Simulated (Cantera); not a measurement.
An adiabatic, constant-pressure homogeneous reactor starts with 16.5 % H2, 17.5 % O2, 66.0 % N2, at 1773 K and 750 Torr.

Model: the H2/O2 subset of GRI-Mech 3.0, which has no nitrogen chemistry, integrated in Cantera.

One state of this run: T (K) = 2670; x H2 = 0.00663; x O2 = 0.0924; x H2O = 0.156; x HO2 = 1.46e-5; x H2O2 = 4.70e-7; x H = 0.00415; x O = 0.00969. x: mole fraction; the columns are a selection and need not sum to one.

Question: Which value of t (s) does it belong to?
(A) 4.14e-5
(B) 0.000197
(C) 0.0459
(D) 9.02e-5

Answer: C, 0.0459
